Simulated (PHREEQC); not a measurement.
Dissolve 0.23 mol K3PO4 per kg of water at 45 °C. Closed to the air; pH follows from the charge balance.

Model: ion-association model, phreeqc.dat, run in PHREEQC.

```yaml
pH: 11.68
ionic_strength: 1.30 mol/kgw
activity_of_water: 0.984
density: 1.034 g/cm³
total_alkalinity: 460 meq/kg
```

```json
[
 {"species": "K+", "molality": "0.685", "activity": "0.394", "log γ": "-0.240"},
 {"species": "PO4-3", "molality": "0.195", "activity": "0.00135", "log γ": "-2.161"},
 {"species": "OH-", "molality": "0.0346", "activity": "0.0190", "log γ": "-0.260"},
 {"species": "HPO4-2", "molality": "0.0294", "activity": "0.00430", "log γ": "-0.835"},
 {"species": "KHPO4-", "molality": "0.00521", "activity": "0.00330", "log γ": "-0.198"},
 {"species": "H2PO4-", "molality": "2.05e-7", "activity": "1.30e-7", "log γ": "-0.198"}
]
```

No solid was allowed to form. Caution: at this ionic strength the ion-association model is outside its range; a Pitzer model would be the better tool where its parameters exist. Away from 25 °C the constants follow the database's enthalpies or fits; those with neither stay at their 25 °C values.
